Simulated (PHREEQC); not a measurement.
Dissolve 0.0011 mol/kgw Cu(BF4)2 and 3.6e-06 mol/kgw HNO3 at 75 °C. Closed to the air; pH follows from the charge balance.

Model: ion-association model, phreeqc.dat, run in PHREEQC.

This is a speciation only: nothing precipitates in the calculation.

Task: What pH, ionic strength does the model give?

Result: pH 3.24; ionic strength 0.00383 mol/kgw.

Task: In which forms is Cu present?

Result: Cu+2 96 %, CuF+ 3.9 % of the Cu.

Species that the database lacks are ignored. Away from 25 °C the constants follow the database's enthalpies or fits; those with neither stay at their 25 °C values. Real BF4- forms and hydrolyses slowly; the run takes it at equilibrium.
